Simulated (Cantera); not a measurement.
An isothermal, constant-pressure homogeneous reactor starts with 22.7 % CH4, 77.3 % H2, at 1800 K and 0.340 bar.

Computed with Cantera and GRI-Mech 3.0 (53 species, 325 reactions). GRI-Mech 3.0 stops at C3 and has no aromatics, soot or wall deposition, so with more carbon than oxygen in the feed, carbon stays in small species such as C2H2 where larger ones or solid carbon would form.

One state of this run: x CH4 = 0.0460; x H2 = 0.879; x C2H2 = 0.0730; x CH2 = 3.42e-7; x H = 0.000535. x: mole fraction; the columns are a selection and need not sum to one.

Q: Which value of t (s) does it belong to?
A) 0.185
B) 34.9
C) 0.000172
D) 0.0324

A: D, 0.0324
